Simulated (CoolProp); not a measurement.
Saturation properties of sulfur dioxide (Tc = 430.6 K, pc = 7887 kPa, ω = 0.256).

Computed with CoolProp (reference Helmholtz-energy equation of state, Gao 2016).

```csv
T (K),p (kPa),liquid density (kg/m³),liquid cp (kJ/(kg K))
336.2,1192,1251,1.482
339.1,1283,1242,1.492
342,1379,1232,1.504
344.9,1481,1222,1.516
347.8,1587,1212,1.529
350.7,1700,1201,1.543
353.6,1818,1191,1.558
356.5,1942,1180,1.574
359.4,2072,1169,1.592
362.3,2209,1158,1.611
```

It boils at 263.1 K under 1 atm.
